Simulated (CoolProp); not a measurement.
Values from CoolProp's reference Helmholtz-energy equation of state, Thol 2019.

Problem. For n-hexane, give the phase and the Joule-Thomson coefficient (K/MPa), conductivity (mW/(m K)) at 511.4 K and 217 kPa.

Solution. 
- 511.4 K and 217 kPa: gas; Joule-Thomson coefficient 7.68, conductivity 36.9

Thermal conductivity comes from a separate model (Assael 2013).
